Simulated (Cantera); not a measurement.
A closed system holds: 1 mol SiC, 0.045 mol Si, 0.091 mol H2, held at 1575 K and 0.100 bar.

These are equilibrium values from Cantera (NASA tables, ideal gas, pure condensed phases), not measurements of a reactor. Candidate condensed phases: C, C6H6, C7H8, C8H18, Si, SiC; 87 gas species. Mutual solubility and eutectic melting of coexisting phases are not modelled. The numbers say what is thermodynamically allowed, not how fast it happens.

Problem. What is the equilibrium state?

Solution. 
| Item | Result |
|---|---|
| x(H2) | 1.000 |
| x(H) | 0.000131 |
| x(SiH2) | 3.76e-6 |
| x(CH4) | 1.75e-6 |
| n(Si(s)) | 0.0450 mol |
| n(SiC(s)) | 1.00 mol |
| gas amount | 0.09101 mol |
| log10 activity of C(graphite) (absent) | -2.02 |
